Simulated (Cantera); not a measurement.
A closed system holds: 1 mol B₂O₃, 1.3 mol BCl₃, 32 mol H₂, 1.1 mol F₂, equilibrated at 1498.15 K and 1.33 mbar.

Cantera equilibrium calculation (NASA polynomials, part measured and part estimated; ideal gas, pure solids and liquids). Candidate condensed phases: B, B₂O₃, B₃O₃H₃, H₂O; 56 gas species. The tables' values for BOCl, BCl, BF₂, BCl₂, BClF are old estimates; treat these amounts as uncertain. Gases not in the tables: BHCl₂. Rates play no part.

Base state: H₂ 0.815, HCl 0.102, BOF 0.0571, HBO 0.0164, BOCl 0.00277, B₂O₂ 0.00248, BF 0.00152, BCl 0.000706 (mole fractions); condensed: B(s).

Question: What changes in the equilibrium state with this change: temperature from 1498.15 K to 1673 K?

Answer: 
```json
[
 {"species": "H₂", "before": "0.815", "after": "0.808"},
 {"species": "HCl", "before": "0.102", "after": "0.100"},
 {"species": "BOF", "before": "0.0571", "after": "0.0524"},
 {"species": "BF", "before": "0.00152", "after": "0.00546"},
 {"species": "HBO", "before": "0.0164", "after": "0.0199"},
 {"species": "H", "before": "0.000426", "after": "0.00280"},
 {"species": "BO", "before": "0.000224", "after": "0.00142"},
 {"species": "Cl", "before": "4.31e-5", "after": "0.000272"},
 {"species": "BCl₃", "before": "0.000186", "after": "3.09e-5"},
 {"species": "BCl", "before": "0.000706", "after": "0.00224"},
 {"species": "B(s), mol", "before": "0.199", "after": "0"}
]
```

Question: What changes in the equilibrium state with this change: pressure from 1.33 mbar to 0.133 bar?

Answer: 
```json
[
 {"species": "H₂", "before": "0.815", "after": "0.833"},
 {"species": "HCl", "before": "0.102", "after": "0.100"},
 {"species": "BOF", "before": "0.0571", "after": "0.0444"},
 {"species": "HBO", "before": "0.0164", "after": "0.00876"},
 {"species": "B₃O₃F₃", "before": "9.43e-8", "after": "0.000442"},
 {"species": "B₃O₃H₃", "before": "1.26e-6", "after": "0.00191"},
 {"species": "B₃O₃Cl₃", "before": "4.41e-7", "after": "0.000586"},
 {"species": "BF₃", "before": "9.20e-5", "after": "0.00294"},
 {"species": "BHF₂", "before": "0.000109", "after": "0.00238"},
 {"species": "B(s), mol", "before": "0.199", "after": "0.244"},
 {"species": "B₂O₃(l), mol", "before": "0", "after": "0.214"}
]
```
Mutual solubility and eutectic melting of coexisting phases are not modelled. The tables' values for BOCl, BF₂, BCl, BCl₂, BClF are old estimates; treat these amounts as uncertain.
